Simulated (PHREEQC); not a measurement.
Make-up at 20 °C: 0.081 mol/kgw H2SO4, 0.00013 mol/kgw ZnSO4 and 0.015 mol/kgw Fe2(SO4)3. Closed to the air; pH follows from the charge balance.

Model: ion-association model, wateq4f.dat, run in PHREEQC.

Question: The ionic strength comes out as 0.161 mol/kgw. What activity coefficients do Fe(SO4)2-, SO4-2, FeHSO4+2, FeOH+2, H+ get?

Answer: Fe(SO4)2- 0.76, SO4-2 0.32, FeHSO4+2 0.33, FeOH+2 0.32, H+ 0.81.

Precipitation was switched off in this run. The solution is supersaturated, for example in Hematite (slow to form), Goethite (slow to form), so a real one may precipitate; this is no full list.
